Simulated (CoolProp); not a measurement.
Benzene at several states: Z from the reference equation and from simpler models built on Tc = 288.9 °C, pc = 4.906 MPa, ω = 0.211; each cubic takes its own stable root.

Model: reference Helmholtz-energy equation of state, Thol 2012, in CoolProp.

```csv
T (°C),p (MPa),phase,reference
31.15,1.05,liquid,0.03736
186.25,0.653,gas,0.9035
79.65,0.0791,gas,0.9736
```

Q: How far does each simpler model (van der Waals, Redlich-Kwong, Soave-Redlich-Kwong, Peng-Robinson) lie from the reference over these 3 states: mean and median of the absolute difference, and the worst?

A: 
- van der Waals: mean 23.1 %, median 3.2 %, worst +64.8 % at 31.15 °C and 1.05 MPa
- Redlich-Kwong: mean 4.4 %, median 1.2 %, worst +11.5 % at 31.15 °C and 1.05 MPa
- Soave-Redlich-Kwong: mean 3.5 %, median 0.6 %, worst +9.5 % at 31.15 °C and 1.05 MPa
- Peng-Robinson: mean 1.1 %, median 0.4 %, worst -2.8 % at 31.15 °C and 1.05 MPa
